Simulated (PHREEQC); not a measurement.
A column of 1 m (40 cells, dispersivity 0.035 m, 60 s a shift, diffusion coefficient 3e-10 m²/s) holds 0.035 eq of the database's cation exchanger X per kg of pore water, first in equilibrium with 0.39 mmol/kgw CaCl2, 0.88 mmol/kgw LiCl, 0.56 mmol/kgw MgCl2 and 0.01 mmol/kgw HCl. It is flushed with 1.7 mmol/kgw ZnSO4, 29 mmol/kgw NaCl, 0.52 mmol/kgw KBr and 0.01 mmol/kgw HCl, at 15 °C. Values are for the last cell. The system is closed to CO2. Nothing may precipitate in this run.

The numbers come from PHREEQC with the ion-association model, phreeqc.dat.

```
pore volumes  Na in solution (mol/kgw)  S in solution (mol/kgw)  K in solution (mol/kgw)  Br in solution (mol/kgw)  Li in solution (mol/kgw)  NaX on the exchanger (mol/kgw)  KX on the exchanger (mol/kgw)
------------  ------------------------  -----------------------  -----------------------  ------------------------  ------------------------  ------------------------------  -----------------------------
0                                    0                        0                        0                         0                  0.000880                               0                              0
0.4625                         3.21e-7                  3.15e-6                        0                   9.65e-7                  0.000890                         1.70e-7                              0
0.9125                         0.00455                 0.000704                  3.03e-7                  0.000215                   0.00105                         0.00108                        3.82e-7
1.212                           0.0149                  0.00137                  9.20e-6                  0.000419                  0.000523                         0.00313                        1.03e-5
1.663                           0.0239                  0.00167                  6.13e-5                  0.000510                  0.000102                         0.00571                        7.80e-5
2.112                           0.0268                  0.00170                 0.000144                  0.000519                   1.50e-5                         0.00738                       0.000212
2.413                           0.0277                  0.00170                 0.000208                  0.000520                   3.91e-6                         0.00815                       0.000325
2.862                           0.0284                  0.00170                 0.000302                  0.000520                   4.84e-7                         0.00895                       0.000505
3.312                           0.0288                  0.00170                 0.000383                  0.000520                   5.60e-8                         0.00947                       0.000670
3.763                           0.0290                  0.00170                 0.000446                  0.000520                   6.18e-9                         0.00979                       0.000801
4.213                           0.0291                  0.00170                 0.000489                  0.000520                  6.53e-10                         0.00997                       0.000892
4.513                           0.0292                  0.00170                 0.000509                  0.000520                  1.43e-10                          0.0100                       0.000932
4.963                           0.0292                  0.00170                 0.000527                  0.000520                  1.43e-11                          0.0101                       0.000966
```
